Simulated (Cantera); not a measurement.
Feed: 1 mol Cu, 13 mol HF, 0.62 mol H₂, equilibrated at 750 Torr.

Equilibrium computed with Cantera from the NASA thermochemical tables; the gas is ideal and each condensed phase is pure. Candidate condensed phases: Cu, CuF₂; 15 gas species. The numbers say what is thermodynamically allowed, not how fast it happens.

log p: log10 of the partial pressure in bar; n: condensed amount in mol.

```
T (K)  log p HF  log p H₂  log p H₂F₂   log p CuF  log p H₃F₃  n Cu(s)  n Cu(l)
-----  --------  --------  ----------  ----------  ----------  -------  -------
423       -0.02     -1.34       -2.35        <-12       -4.66     1.00        0
523       -0.02     -1.34  (withheld)        <-12  (withheld)     1.00        0
623       -0.02     -1.34       -3.51        <-12       -7.11     1.00        0
723       -0.02     -1.34       -3.86        <-12       -7.81     1.00        0
823       -0.02     -1.34       -4.12      -11.52       -8.33     1.00        0
923       -0.02     -1.34       -4.32       -9.75       -8.73     1.00        0
1023      -0.02     -1.34       -4.48       -8.33       -9.04     1.00        0
1123      -0.02     -1.34       -4.61       -7.17       -9.29    1.000        0
1223      -0.02     -1.34       -4.72       -6.20       -9.49    1.000        0
1323      -0.02     -1.34  (withheld)  (withheld)  (withheld)    1.000        0
1423      -0.02     -1.34       -4.88       -4.70       -9.78        0    1.000
1523      -0.02     -1.34       -4.95       -4.12       -9.89        0    0.999
```

Some entries are withheld; supply them.


- 1323, log p H₂F₂: -4.81
- 1323, log p CuF: -5.37
- 1323, log p H₃F₃: -9.65
- 523, log p H₂F₂: -3.04
- 523, log p H₃F₃: -6.12
